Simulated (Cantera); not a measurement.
An adiabatic, constant-volume homogeneous reactor starts with H2 : O2 : N2 = 1 : 1.52 : 5.7 (molar parts), equivalence ratio 0.33, at 975 K and 750 Torr.

Cantera simulation using the H2/O2 subset of GRI-Mech 3.0, which has no nitrogen chemistry; the numbers are that mechanism's predictions, not measurements.

### Question
Predict: time of steepest temperature rise; temperature at 0.400 s; equilibrium temperature; x(H2) at 0.400 s; x(O2) at 0.400 s; x(O) at 0.400 s; x(OH) at 0.400 s; x(H2O2) at 0.400 s; x(H2O) at 0.400 s; x(HO2) at 0.400 s.

### Answer
```json
{
  "time_of_steepest_temperature_rise": "0.629 ms",
  "temperature at 0.400 s": "2074 K",
  "equilibrium_temperature": "2074 K",
  "x(H2) at 0.400 s": "0.000124 (gas-phase equilibrium 0.000124)",
  "x(O2) at 0.400 s": "0.131 (gas-phase equilibrium 0.131)",
  "x(O) at 0.400 s": "0.000298 (gas-phase equilibrium 0.000298)",
  "x(OH) at 0.400 s": "0.00246 (gas-phase equilibrium 0.00246)",
  "x(H2O2) at 0.400 s": "1.54e-7 (gas-phase equilibrium 1.54e-7)",
  "x(H2O) at 0.400 s": "0.128 (gas-phase equilibrium 0.128)",
  "x(HO2) at 0.400 s": "3.58e-6 (gas-phase equilibrium 3.58e-6)"
}
```
